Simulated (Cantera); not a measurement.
Mixture: CH4 : H2 : O2 : N2 = 1 : 1.4 : 5.09 : 19.2 (molar parts), at 420000 Pa, adiabatic and at constant pressure. Ignition delay is the time to a rise of 400 K.

Cantera simulation using GRI-Mech 3.0 (53 species, 325 reactions); the numbers are that mechanism's predictions, not measurements. Below about 1000 K GRI-Mech 3.0 lacks low-temperature oxidation paths.

What does this change do: pressure from 420000 Pa to 500000 Pa?


```
quantity                                                before       after
--------------------------------------------------  ----------  ----------
delay at 973 K                                         40.6 ms     40.0 ms
delay at 1023 K                                        8.90 ms     9.61 ms
delay at 1073 K                                        1.92 ms     2.24 ms
delay at 1123 K                                       0.577 ms    0.631 ms
delay at 1173 K                                       0.265 ms    0.263 ms
delay at 1223 K                                       0.150 ms    0.142 ms
apparent activation energy between 1123 and 1223 K  150 kJ/mol  170 kJ/mol
```

What does this change do: 0.78 parts CO2 added?


```tsv
quantity	before	after
delay at 973 K	40.6 ms	42.2 ms
delay at 1023 K	8.90 ms	9.49 ms
delay at 1073 K	1.92 ms	2.10 ms
delay at 1123 K	0.577 ms	0.630 ms
delay at 1173 K	0.265 ms	0.285 ms
delay at 1223 K	0.150 ms	0.160 ms
apparent activation energy between 1123 and 1223 K	150 kJ/mol	160 kJ/mol
```
